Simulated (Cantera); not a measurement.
A closed system holds: 1 mol Fe2O3, 3 mol CH4, 0.031 mol CO, equilibrated at 2127 °C and 133 Pa.

Equilibrium computed with Cantera from the NASA thermochemical tables; the gas is ideal and each condensed phase is pure. Candidate condensed phases: C, C6H6, C7H8, C8H18, Fe, Fe(CO)5, FeO, Fe(OH)2, Fe(OH)3, Fe2O3, Fe3O4, H2O; 114 gas species. Kinetics and transport are ignored.

Base state: H2 0.346, H 0.256, CO 0.240, Fe 0.158 (mole fractions); condensed: gas only.

Problem. What changes in the equilibrium state with this change: temperature from 2127 °C to 1477 °C?

Solution. 
| species | before | after |
|---|---|---|
| H2 | 0.346 | 0.653 |
| CO | 0.240 | 0.331 |
| Fe | 0.158 | 0.0105 |
| H | 0.256 | 0.00515 |
| Fe(δ), mol | 0 | 1.90 |

Problem. What changes in the equilibrium state with this change: pressure from 133 Pa to 130000 Pa?

Solution. 
```json
[
 {"species": "H2", "before": "0.346", "after": "0.647"},
 {"species": "CO", "before": "0.240", "after": "0.330"},
 {"species": "Fe", "before": "0.158", "after": "0.0113"},
 {"species": "H", "before": "0.256", "after": "0.0112"},
 {"species": "C2H2 (acetylene)", "before": "1.56e-7", "after": "4.26e-5"},
 {"species": "H2O", "before": "4.33e-7", "after": "8.99e-5"},
 {"species": "Fe(l), mol", "before": "0", "after": "1.90"}
]
```

Problem. What changes in the equilibrium state with this change: temperature from 2127 °C to 1750 °C?

Solution. 
```tsv
species	before	after
H2	0.346	0.515
CO	0.240	0.270
Fe	0.158	0.178
H	0.256	0.0374
```
